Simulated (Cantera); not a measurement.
A Cantera script and its output.

```python
import numpy as np
import cantera as ct

surf = ct.Interface("diamond.yaml", "diamond_100")
gas, bulk = surf.adjacent["gas"], surf.adjacent["diamond"]
k = surf.kinetics_species_index(bulk.species_names[0])
cover = ["c6HH", "c6H*", "c6*H", "c6**", "c6HM", "c6B"]

rows, drift = [], 0.0
print(f"{'P':>10s}{'um/h':>11s}" + "".join(f"{s:>11s}" for s in cover))
for v in [610, 1000, 1800, 3100, 5300, 9000, 15000, 26000]:
    T, P, xH, xCH3 = 900, v, 0.011, 0.00011
    gas.TPX = T, P, {"H": xH, "CH3": xCH3, "CH4": 0.005, "H2": 1 - xH - xCH3 - 0.005}
    surf.TP = bulk.TP = T, P
    surf.coverages = "c6H*:0.1, c6HH:0.9"
    surf.advance_coverages(100.0)
    before = surf.coverages
    surf.advance_coverages(100.0)
    drift = max(drift, np.max(np.abs(surf.coverages - before) / (surf.coverages + 1e-9)))
    rate = surf.net_production_rates[k] * bulk.mean_molecular_weight / bulk.density * 3.6e9
    rows.append([rate, *surf[cover].coverages])
    print(f"{v:10.4g}{rate:11.4e}" + "".join(f"{x:11.3e}" for x in rows[-1][1:]))
```

Output:

```
         P       um/h       c6HH       c6H*       c6*H       c6**       c6HM        c6B
       610 2.0685e-01  6.849e-01  1.037e-02  2.900e-01  4.343e-03  8.299e-03  5.613e-10
      1000 3.4033e-01  6.849e-01  1.038e-02  2.900e-01  4.344e-03  8.329e-03  9.235e-10
      1800 6.1415e-01  6.849e-01  1.039e-02  2.900e-01  4.345e-03  8.350e-03  1.667e-09
      3100 1.0592e+00  6.849e-01  1.042e-02  2.900e-01  4.348e-03  8.361e-03  2.874e-09
      5300 1.8125e+00  6.849e-01  1.046e-02  2.899e-01  4.352e-03  8.368e-03  4.918e-09
      9000 3.0801e+00  6.848e-01  1.054e-02  2.898e-01  4.359e-03  8.372e-03  8.358e-09
   1.5e+04 5.1373e+00  6.848e-01  1.066e-02  2.897e-01  4.371e-03  8.375e-03  1.394e-08
   2.6e+04 8.9151e+00  6.848e-01  1.088e-02  2.895e-01  4.393e-03  8.380e-03  2.419e-08
```

Cantera simulation using the Harris–Goodwin 1993 mechanism for the reconstructed diamond (100) surface; the numbers are that mechanism's predictions, not measurements.
